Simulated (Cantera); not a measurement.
Cantera run, input and output.

```python
import numpy as np
import cantera as ct

gas = ct.Solution("gri30.yaml")
gas.TPX = 1000, 190000, {'CH4': 0.0096, 'O2': 0.051, 'N2': 1}
reactor = ct.IdealGasConstPressureReactor(gas, energy="off", clone=False)
net = ct.ReactorNet([reactor])
net.rtol, net.atol = 1e-08, 1e-18
show = ['CH4', 'O2', 'NO', 'C2H4', 'H2O2', 'CH3', 'OH']
times = np.geomspace(2e-05, 40, 12)

steps = ct.SolutionArray(gas, extra=["t"])
rows = []
print(f"{'t/s':>10s}{'T/K':>9s}{'P/Pa':>11s}" + "".join(f"{s:>11s}" for s in show))
for t in times:
    while net.time < t:
        t_next = net.step()
        steps.append(gas.state, t=t_next)
    rows.append([np.interp(t, steps.t, y) for y in (steps.T, steps.P, *steps(*show).X.T)])
    print(f"{t:10.3e}{rows[-1][0]:9.1f}{rows[-1][1]:11.4g}" + "".join(f"{x:11.3e}" for x in rows[-1][2:]))
rate = np.gradient(steps.T, steps.t)
print("integrator steps:", len(steps.t))
if steps.T.max() > steps.T[0] + 200:
    print(f"time of steepest temperature rise: {steps.t[rate.argmax()]:.4e} s")
gas.TPX = 1000, 190000, {'CH4': 0.0096, 'O2': 0.051, 'N2': 1}
gas.equilibrate("TP")
print(f"equilibrium (TP): T = {gas.T:.1f} K  " + "  ".join(f"{s} {gas[s].X[0]:.3e}" for s in show))
```

It prints:

```
       t/s      T/K       P/Pa        CH4         O2         NO       C2H4       H2O2        CH3         OH
 2.000e-05   1000.0    1.9e+05  9.051e-03  4.809e-02  1.567e-27  2.884e-22  9.591e-16  7.955e-12  2.981e-15
 7.479e-05   1000.0    1.9e+05  9.051e-03  4.809e-02  2.379e-26  2.572e-20  1.331e-14  2.978e-11  1.162e-14
 2.797e-04   1000.0    1.9e+05  9.051e-03  4.809e-02  2.986e-25  1.622e-18  1.831e-13  1.117e-10  4.384e-14
 1.046e-03   1000.0    1.9e+05  9.051e-03  4.809e-02  4.033e-24  9.160e-17  2.436e-12  4.229e-10  1.690e-13
 3.911e-03   1000.0    1.9e+05  9.051e-03  4.809e-02  5.805e-23  5.231e-15  2.846e-11  1.665e-09  7.006e-13
 1.463e-02   1000.0    1.9e+05  9.051e-03  4.809e-02  9.722e-22  3.816e-13  2.300e-10  7.753e-09  3.532e-12
 5.470e-02   1000.0    1.9e+05  9.051e-03  4.809e-02  2.553e-20  5.492e-11  9.877e-10  5.023e-08  2.459e-11
 2.045e-01   1000.0    1.9e+05  9.049e-03  4.808e-02  4.875e-19  2.428e-09  2.325e-09  1.113e-07  6.355e-11
 7.649e-01   1000.0    1.9e+05  9.025e-03  4.807e-02  1.023e-17  7.714e-08  1.369e-08  2.402e-07  2.516e-10
 2.860e+00   1000.0    1.9e+05  4.771e-07  3.118e-02  4.263e-11  1.907e-11  1.129e-06  7.522e-10  1.160e-07
 1.070e+01   1000.0    1.9e+05  4.088e-14  3.006e-02  3.955e-11  3.147e-23  2.459e-08  8.195e-17  3.450e-08
 4.000e+01   1000.0    1.9e+05  1.024e-18  2.999e-02  3.078e-11  3.662e-25  4.250e-10  1.580e-21  9.565e-09
integrator steps: 2456
equilibrium (TP): T = 1000.0 K  CH4 5.062e-45  O2 2.998e-02  NO 1.300e-05  C2H4 1.991e-71  H2O2 1.217e-11  CH3 5.610e-47  OH 2.569e-08
```

Model: GRI-Mech 3.0 (53 species, 325 reactions), integrated in Cantera. The temperature is held fixed by assumption; the heat of reaction is taken as removed at once.
